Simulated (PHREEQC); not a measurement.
# Buffer: an equilibrium model

Solution (25 °C): 0.0028 mol/kgw HF and 0.00019 mol/kgw NaOH. Closed to the air; pH follows from the charge balance.

The numbers come from PHREEQC with the ion-association model, phreeqc.dat.

Each row changes one thing in this solution. This is a speciation only: nothing precipitates in the calculation.

```
case                                             pH  ionic strength (mol/kgw)  HF (mol/kgw)  F- (mol/kgw)  NaF (mol/kgw)
--------------------------------------------  -----  ------------------------  ------------  ------------  -------------
as made                                        3.02                   0.00118       0.00161       0.00117        1.18e-7
diluted 5-fold with water                      3.48                  0.000377      0.000183      0.000376        7.87e-9
HF from 0.0028 to 0.00252 mol/kgw              3.05                   0.00111       0.00141       0.00110        1.12e-7
NaOH from 0.00019 to 0.0019 mol/kgw            3.66                   0.00213      0.000664       0.00212        2.09e-6
0.003 mol/kgw TMAH added                      10.56                   0.00319      1.09e-10       0.00280        2.70e-7
0.00018 mol/kgw Na2SO4 added                   3.02                   0.00170       0.00160       0.00118        3.41e-7
temperature from 25 to 90 °C                   3.28                  0.000738       0.00206      0.000732        7.45e-8
temperature from 25 to 70 °C                   3.19                  0.000863       0.00193      0.000856        8.69e-8
NaOH replaced by NaHCO3 at the same molality   3.02                   0.00118       0.00161       0.00117        1.18e-7
```

(CH3)4N+ isn't in the database: it is added as a free cation with an ion size of 4 Å. Away from 25 °C the constants follow the database's enthalpies or fits; those with neither stay at their 25 °C values.
